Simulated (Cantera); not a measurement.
What does this Cantera script print?

```python
import numpy as np
import cantera as ct

surf = ct.Interface("ptcombust.yaml", "Pt_surf")
gas = surf.adjacent["gas"]
gas.TPX = 300, 7800, {'H2': 0.037, 'O2': 0.057, 'N2': 0.79}
jet = ct.ImpingingJet(gas=gas, width=0.06, surface=surf)
jet.inlet.mdot, jet.inlet.T, jet.inlet.X = 0.095, 300, {'H2': 0.037, 'O2': 0.057, 'N2': 0.79}
jet.set_refine_criteria(ratio=10, slope=0.2, curve=0.3)
show, cover = ['H2', 'O2', 'H2O', 'OH'], ["PT(S)", "H(S)", "O(S)", "OH(S)", "CO(S)", "C(S)"]

rows = []
print(f"{'Ts/K':>7s}" + "".join(f"{s:>11s}" for s in show + cover) + "   (gas at the wall, coverages)")
for i, Ts in enumerate([500, 550, 600, 650, 700, 750, 800]):
    jet.surface.T = Ts
    if i == 0:
        surf.TP = Ts, 7800
        surf.coverages = "PT(S):0.5, O(S):0.5"
        surf.advance_coverages(1.0)
        jet.set_initial_guess(products="inlet")
    jet.solve(loglevel=0, auto=(i == 0))
    rows.append([*(jet.X[gas.species_index(s), -1] for s in show), *surf[cover].coverages])
    print(f"{Ts:7g}" + "".join(f"{x:11.3e}" for x in rows[-1]))
```

Result:

```
   Ts/K         H2         O2        H2O         OH      PT(S)       H(S)       O(S)      OH(S)      CO(S)       C(S)   (gas at the wall, coverages)
    500  2.049e-03  2.140e-02  7.869e-02  1.259e-15  1.403e-01  2.995e-09  8.253e-01  3.426e-02  4.208e-16 -5.269e-25
    550  2.045e-03  2.153e-02  7.803e-02  4.843e-14  1.478e-01  4.062e-09  8.326e-01  1.958e-02 -1.235e-16  4.387e-24
    600  2.043e-03  2.166e-02  7.745e-02  1.004e-12  1.548e-01  6.833e-09  8.330e-01  1.216e-02 -9.872e-19 -7.913e-28
    650  2.042e-03  2.178e-02  7.692e-02  1.293e-11  1.616e-01  1.210e-08  8.303e-01  8.067e-03  1.133e-18  1.633e-24
    700  2.031e-03  2.188e-02  7.646e-02  1.151e-10  1.691e-01  2.111e-08  8.252e-01  5.675e-03  1.350e-15 -4.496e-25
    750  1.965e-03  2.193e-02  7.612e-02  7.530e-10  1.816e-01  3.693e-08  8.141e-01  4.234e-03  3.061e-19  1.179e-26
    800  1.777e-03  2.184e-02  7.607e-02  3.709e-09  2.090e-01  6.887e-08  7.877e-01  3.359e-03  2.217e-17  5.383e-24
```

Computed with Cantera and Deutschmann's 1995 Pt surface mechanism with GRI-Mech 3.0 gas chemistry. Catalytic surfaces can have several steady states; this one follows from the mechanism file's or the stated starting coverage.
